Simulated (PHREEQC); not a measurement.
A solution holds 0.0094 mol NH3, 0.0016 mol Na2SiO3 and 0.015 mol Na2CO3 per kg of water, at 90 °C. Closed to the air; pH follows from the charge balance.

The numbers come from PHREEQC with the ion-association model, wateq4f.dat.

```tsv
quantity	before	after
ionic strength (mol/kgw)	0.0266	0.00659
Na+ (mol/kgw)	0.0236	0.00587
NaCO3- (mol/kgw)	0.00957	0.000770
CO3-2 (mol/kgw)	0.00292	0.000701
HCO3- (mol/kgw)	0.00248	0.00152
SI of Nahcolite (NaHCO3)	-4.32	-5.07
SI of Natron (Na2CO3:10H2O)	-6.99	-8.62
```

Q: Name the change that produced these shifts.
A) Na2CO3 from 0.015 to 0.003 mol/kgw
B) diluted 5-fold with water
C) Na2SiO3 from 0.0016 to 0.008 mol/kgw
D) Na2CO3 from 0.015 to 0.0135 mol/kgw
E) NH3 replaced by NH4Br at the same molality

A: B, diluted 5-fold with water

Precipitation was switched off in this run. At this temperature some constants are extrapolated from 25 °C, and those without enthalpy data are left unchanged.
